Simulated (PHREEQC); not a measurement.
Consider water at 20 °C and 10 atm with 0.21 mol/kgw HF, 0.0027 mol/kgw NH4HF2 and 0.0025 mol/kgw H3PO4. Closed to the air; pH follows from the charge balance.

Model: ion-association model, phreeqc.dat, run in PHREEQC.

This is a speciation only: nothing precipitates in the calculation.

Problem. Order these F species by the share of F that they hold, largest first: HF2-, F-, HF.

Solution. HF (88 %), HF2- (7.0 %), F- (5.0 %)

The pH is 1.83 and the ionic strength 0.0193 mol/kgw. Complexes and solids missing from the database can't appear.
